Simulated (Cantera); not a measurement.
A closed system holds: 1 mol Si₃N₄, 0.2 mol N₂O, 130 mol N₂, 0.11 mol CO₂, at 1648 K and 0.00820 bar.

Method: chemical equilibrium by Gibbs-energy minimisation in Cantera with the NASA 1993 tables (ideal gas, pure condensed phases). Candidate condensed phases: C, Si, SiC, SiO₂, Si₂N₂O, Si₃N₄; 34 gas species. Mutual solubility and eutectic melting of coexisting phases are not modelled. Kinetics and transport are ignored.

Base state: N₂ 0.998, SiO 0.00120, CO 0.000842 (mole fractions); condensed: Si₂N₂O(s) + Si₃N₄(s).

Problem. What changes in the equilibrium state with this change: N₂O from 0.2 to 5 mol?

Solution. 
```
species                before     after
-------------------  --------  --------
N₂                      0.998     0.993
SiO                   0.00120   0.00645
CO                   0.000842  0.000797
Si₂N₂O(s), mol          0.153         0
Si₃N₄(s), mol           0.845         0
SiO₂(β-quartz), mol         0      2.11
```
The tables hold silica as quartz up to 1696 K and as liquid above; real silica turns to tridymite and cristobalite and melts near 1996 K.

Problem. What changes in the equilibrium state with this change: temperature from 1648 K to 2073.15 K?

Solution. 
```
species          before     after
--------------  -------  --------
N₂                0.998     0.984
Si              5.91e-6    0.0122
SiO             0.00120   0.00254
Si₂             3.70e-9  0.000150
Si₃               <1e-9   3.10e-5
Si₂C            1.45e-8  0.000226
Si₂N₂O(s), mol    0.153         0
Si₃N₄(s), mol     0.845         0
Si(l), mol            0     0.798
```
The tables' values for SiN are old estimates; treat these amounts as uncertain.
